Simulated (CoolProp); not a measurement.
Properties of water along the isobar 245 bar (Tc = 647.1 K, pc = 220.6 bar, ω = 0.344).

Computed with CoolProp (reference Helmholtz-energy equation of state, Wagner 2002).

| T (K) | phase | Joule-Thomson coefficient (K/MPa) | viscosity (µPa s) |
|---|---|---|---|
| 571 | liquid | (withheld) | 92.4 |
| 575.4 | liquid | 0.1169 | 90.7 |
| 579.8 | liquid | (withheld) | 89.1 |
| 584.2 | liquid | (withheld) | 87.5 |
| 588.6 | liquid | 0.1840 | 85.9 |
| 592.9 | liquid | 0.2105 | 84.3 |
| 597.3 | liquid | (withheld) | 82.7 |
| 601.7 | liquid | (withheld) | (withheld) |
| 606.1 | liquid | (withheld) | 79.4 |
| 610.5 | liquid | 0.3556 | 77.7 |
| 614.8 | liquid | 0.4042 | 75.9 |
| 619.2 | liquid | 0.4620 | 74.1 |
| 623.6 | liquid | 0.5304 | 72.2 |
| 628 | liquid | 0.6132 | (withheld) |
| 632.3 | liquid | 0.7136 | 68.1 |
| 636.7 | liquid | 0.8457 | 65.7 |

Problem. Fill in the missing entries.

Solution. 
- 571, Joule-Thomson coefficient (K/MPa): 0.09829
- 579.8, Joule-Thomson coefficient (K/MPa): 0.1373
- 584.2, Joule-Thomson coefficient (K/MPa): 0.1595
- 597.3, Joule-Thomson coefficient (K/MPa): 0.2406
- 601.7, Joule-Thomson coefficient (K/MPa): 0.2743
- 601.7, viscosity (µPa s): 81.0
- 606.1, Joule-Thomson coefficient (K/MPa): 0.3123
- 628, viscosity (µPa s): 70.2

Viscosity comes from a separate model (Huber 2009).
